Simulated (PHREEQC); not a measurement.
1.5 g of hydrous ferric oxide (600 m²/g; 0.2 weak and 0.005 strong sites per Fe, Dzombak-Morel constants, diffuse double layer) in 1 kg of water with 0.3 mol/kgw of an inert sodium salt and 2e-05 mol NiCl2 and 0.007 mol CuSO4, at 25 °C; the pH is set by adding NaOH or the inert anion's acid. Oxygen is held at 0.21 atm. No CO2 enters from the air. Nothing may precipitate in this run.

Computed with PHREEQC (ion-association model, wateq4f.dat).

```json
[
 {"pH": "3", "Ni sorbed (%)": "0.0", "S sorbed (%)": "17.1", "Cu sorbed (%)": "0.1", "surface charge σ (C/m²)": "0.114", "surface potential ψ (mV)": "67"},
 {"pH": "3.5", "Ni sorbed (%)": "0.0", "S sorbed (%)": "17.1", "Cu sorbed (%)": "…", "surface charge σ (C/m²)": "0.113", "surface potential ψ (mV)": "67"},
 {"pH": "4", "Ni sorbed (%)": "0.0", "S sorbed (%)": "16.9", "Cu sorbed (%)": "2.2", "surface charge σ (C/m²)": "0.114", "surface potential ψ (mV)": "67"},
 {"pH": "4.5", "Ni sorbed (%)": "0.0", "S sorbed (%)": "16.1", "Cu sorbed (%)": "9.3", "surface charge σ (C/m²)": "0.118", "surface potential ψ (mV)": "69"},
 {"pH": "5", "Ni sorbed (%)": "0.0", "S sorbed (%)": "13.7", "Cu sorbed (%)": "26.1", "surface charge σ (C/m²)": "0.141", "surface potential ψ (mV)": "…"},
 {"pH": "5.5", "Ni sorbed (%)": "0.1", "S sorbed (%)": "9.9", "Cu sorbed (%)": "37.2", "surface charge σ (C/m²)": "0.179", "surface potential ψ (mV)": "88"},
 {"pH": "6", "Ni sorbed (%)": "0.1", "S sorbed (%)": "7.2", "Cu sorbed (%)": "41.5", "surface charge σ (C/m²)": "0.214", "surface potential ψ (mV)": "97"},
 {"pH": "6.5", "Ni sorbed (%)": "0.1", "S sorbed (%)": "5.9", "Cu sorbed (%)": "43.2", "surface charge σ (C/m²)": "0.238", "surface potential ψ (mV)": "102"},
 {"pH": "7", "Ni sorbed (%)": "0.3", "S sorbed (%)": "…", "Cu sorbed (%)": "43.6", "surface charge σ (C/m²)": "0.247", "surface potential ψ (mV)": "104"},
 {"pH": "7.5", "Ni sorbed (%)": "0.8", "S sorbed (%)": "5.3", "Cu sorbed (%)": "43.4", "surface charge σ (C/m²)": "0.243", "surface potential ψ (mV)": "104"},
 {"pH": "8", "Ni sorbed (%)": "4.0", "S sorbed (%)": "5.2", "Cu sorbed (%)": "42.1", "surface charge σ (C/m²)": "0.225", "surface potential ψ (mV)": "100"},
 {"pH": "8.5", "Ni sorbed (%)": "22.4", "S sorbed (%)": "4.0", "Cu sorbed (%)": "38.8", "surface charge σ (C/m²)": "0.187", "surface potential ψ (mV)": "91"},
 {"pH": "9", "Ni sorbed (%)": "68.2", "S sorbed (%)": "1.5", "Cu sorbed (%)": "33.8", "surface charge σ (C/m²)": "0.133", "surface potential ψ (mV)": "75"}
]
```

Q: Some entries are withheld; supply them.

A: 
- 3.5, Cu sorbed (%): 0.6
- 5, surface potential ψ (mV): 77
- 7, S sorbed (%): 5.4

Along this series the solution becomes supersaturated in solids that the run did not let form, among them Cu(OH)2, Brochantite, Antlerite, Atacamite, Ni(OH)2. The database's constant for dissolved Cu(OH)2 is higher than later reviews accept. The oxide is taken as insoluble; below pH 4 it would dissolve.
